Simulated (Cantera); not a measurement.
A Cantera script and what it prints.

```python
import numpy as np
import cantera as ct

gas_names = """
    B BH BH2 BH3 BO BO2 B2 B2O B2O2 B2O3 B3O3H3 H HBO HBO2 HO2 H2 H2O H2O2 H3B3O6 O OH O2 O3
""".split()
cond_names = """
    B(b) B(L) B2O3(L) B3O3H3(cr) H2O(s) H2O(L)
""".split()


# ... load() reads the species with a 1 bar reference pressure and builds the phases ...
atoms = {
    'B2H6': {'B': 2, 'H': 6},
    'H2O': {'H': 2, 'O': 1},
    'H2': {'H': 2},
}
top_T = {}  # K; cautious upper limits of use, not melting points


# ... equilibrate(T, P, feed) seeds the gas with the atoms and calls Mixture.equilibrate('TP', solver="vcs", rtol=1e-11, max_steps=5000) ...
results = []
T = 1898.15  # K
P = 19000  # Pa
for m in [0.13, 0.21, 0.33, 0.51, 0.79, 1.2, 1.9, 3, 4.7, 7.3]:
    feed = {'B2H6': 1, 'H2O': m, 'H2': 15}  # mol
    mix = equilibrate(T, P, feed)
    results.append((T, P, feed, dict(zip(mix.species_names, mix.species_moles))))

top = {s: max(r[3][s] / sum(r[3][g] for g in gas_names) for r in results) for s in gas_names}
cols = sorted((s for s in top if top[s] > 0.0001), key=lambda s: -top[s])[:5]
seen = [c for c in cond_names if any(r[3].get(c, 0) > 1e-12 for r in results)]
print("log10 of partial pressures in bar; condensed amounts in mol")
print(f"{'n(H2O)':>10s}" + "".join(f"{s[:9]:>10s}" for s in cols + seen))
for T, P, feed, n in results:
    ng = sum(n[g] for g in gas_names)
    print(f"{feed['H2O']:10.4g}" + "".join(f"{np.log10(max(n[s] / ng * P / 1e5, 1e-99)):10.3f}" for s in cols)
          + "".join(f"{n.get(c, 0):10.4g}" for c in seen))
```

Result:

```
log10 of partial pressures in bar; condensed amounts in mol
    n(H2O)        H2       H2O      HBO2       HBO      B2O3      B(b)
      0.13    -0.725    -5.998    -5.756    -2.900    -6.568     1.865
      0.21    -0.727    -5.805    -5.366    -2.705    -5.981     1.786
      0.33    -0.730    -5.629    -5.010    -2.528    -5.446     1.667
      0.51    -0.733    -5.468    -4.684    -2.366    -4.954     1.489
      0.79    -0.739    -5.318    -4.375    -2.213    -4.487     1.213
       1.2    -0.746    -5.187    -4.103    -2.079    -4.074    0.8125
       1.9    -0.756    -5.061    -3.834    -1.947    -3.662    0.1355
         3    -0.756    -3.192    -2.318    -2.299    -2.499         0
       4.7    -0.777    -2.089    -1.923    -3.028    -2.812         0
       7.3    -0.821    -1.607    -1.889    -3.519    -3.225         0
```

Cantera equilibrium calculation (NASA polynomials, part measured and part estimated; ideal gas, pure solids and liquids). The feed counts by its element totals alone. The tables' values for BH2 are old estimates; treat these amounts as uncertain. Gases not in the tables: B2H6 and higher boranes.
